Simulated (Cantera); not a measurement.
Standard-state values (1 bar) from the NASA 1993 polynomials, evaluated with Cantera. Values are per mole of reaction as written; species without (g) are pure solids or liquids, kept so even where they would boil at 1 bar.

2 BaF2 + H2O2(g) ⇌ 2 BaO + H2(g) + 4 F(g)

```tsv
T (K)	ΔH° (kJ)	ΔS° (J/K)	ΔG° (kJ)	log10 K
300	…	…	…	…
798	…	…	…	…
873	…	…	…	…
948	1778.8	494.4	1310.1	-72.18
1023	…	…	…	…
1098	1774.3	490.1	1236.1	-58.81
```

**Question.** Fill in the missing entries.

**Answer.** 
- 300, ΔH° (kJ): 1774.7
- 300, ΔS° (J/K): 482.9
- 300, ΔG° (kJ): 1629.9
- 300, log10 K: -283.78
- 798, ΔH° (kJ): 1780.1
- 798, ΔS° (J/K): 496.0
- 798, ΔG° (kJ): 1384.4
- 798, log10 K: -90.61
- 873, ΔH° (kJ): 1779.6
- 873, ΔS° (J/K): 495.3
- 873, ΔG° (kJ): 1347.2
- 873, log10 K: -80.60
- 1023, ΔH° (kJ): 1777.5
- 1023, ΔS° (J/K): 493.1
- 1023, ΔG° (kJ): 1273.0
- 1023, log10 K: -65.00
